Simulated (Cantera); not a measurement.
Charge: 1 mol FeS₂, 0.066 mol SO₂, 34 mol N₂, 1.4 mol H₂S, equilibrated at 1375 °C and 9.00 Torr.

Equilibrium computed with Cantera from the NASA thermochemical tables; the gas is ideal and each condensed phase is pure. Candidate condensed phases: Fe, FeO, Fe(OH)₂, Fe(OH)₃, FeS, FeSO₄, FeS₂, Fe₂O₃, Fe₂(SO₄)₃, Fe₃O₄, H₂O, H₂SO₄, S; 38 gas species. FeS: taken at fixed stoichiometry. Equilibrium is a limit: real reactors are often held back by kinetics, nucleation or transport.

Base state: N₂ 0.928, H₂ 0.0333, S₂ 0.0323, H₂O 0.00317, H₂S 0.00124, SH 0.000906, S 0.000319, SO 0.000246 (mole fractions); condensed: FeS(l).

Problem. What changes in the equilibrium state with this change: 1.4 mol CH₄ added?

Solution. 
```json
[
 {"species": "N₂", "before": "0.928", "after": "0.851"},
 {"species": "H₂", "before": "0.0333", "after": "0.102"},
 {"species": "CS₂", "before": "0", "after": "0.0270"},
 {"species": "S₂", "before": "0.0323", "after": "0.00813"},
 {"species": "Fe", "before": "0.000109", "after": "0.000217"},
 {"species": "CS", "before": "0", "after": "0.00413"},
 {"species": "CO", "before": "0", "after": "0.00330"},
 {"species": "H₂O", "before": "0.00317", "after": "3.84e-9"},
 {"species": "FeS(l), mol", "before": "0.996", "after": "0.377"},
 {"species": "Fe(γ), mol", "before": "0", "after": "0.615"}
]
```
Metal and sulfide melt together well below either melting point, which pure phases cannot show. Mutual solubility and eutectic melting of coexisting phases are not modelled. Further candidate phases: C, C₆H₆, C₇H₈, C₈H₁₈, Fe(CO)₅.
